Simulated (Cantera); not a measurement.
An isothermal plug-flow reactor at 1200 K and 1.00 bar (inlet), inlet velocity 3.9 m/s, active area per volume 330 1/m; feed CH4 : O2 : N2 = 0.029 : 0.013 : 0.79 (molar parts), equivalence ratio 4.5.

Computed with Cantera and Deutschmann's 1995 Pt surface mechanism with GRI-Mech 3.0 gas chemistry. Catalytic surfaces can have several steady states; this one follows from the mechanism file's or the stated starting coverage. Mass transfer to the wall is taken as infinitely fast.

x: gas mole fraction; θ: surface coverage.

```csv
z (m),x CH4,x O2,x H2O,x CO2,x CO,θ free Pt,θ H*,θ CO*,θ C*
0.0001,0.0340,0.0146,0.00126,9.70e-7,0.000840,0.953,0.00148,0.00440,0.0410
0.0002,0.0332,0.0136,0.00237,2.37e-6,0.00163,0.936,0.00171,0.00726,0.0547
0.00038,0.0319,0.0121,0.00403,5.01e-6,0.00292,0.907,0.00205,0.0114,0.0795
0.00074,0.0296,0.00980,0.00640,9.44e-6,0.00509,0.851,0.00253,0.0170,0.130
0.0014,0.0265,0.00709,0.00875,1.43e-5,0.00804,0.757,0.00305,0.0208,0.219
0.0028,[?],[?],0.0104,1.81e-5,[?],[?],0.00340,[?],[?]
0.0053,[?],[?],0.0107,1.95e-5,[?],[?],0.00330,[?],[?]
0.01,0.0177,0.00180,0.0105,1.98e-5,0.0165,0.278,0.00291,0.00564,0.714
```

Fill in the missing entries.


- 0.0028, x CH4: 0.0227
- 0.0028, x O2: 0.00438
- 0.0028, x CO: 0.0117
- 0.0028, θ free Pt: 0.599
- 0.0028, θ CO*: 0.0187
- 0.0028, θ C*: 0.379
- 0.0053, x CH4: 0.0197
- 0.0053, x O2: 0.00271
- 0.0053, x CO: 0.0145
- 0.0053, θ free Pt: 0.425
- 0.0053, θ CO*: 0.0117
- 0.0053, θ C*: 0.560
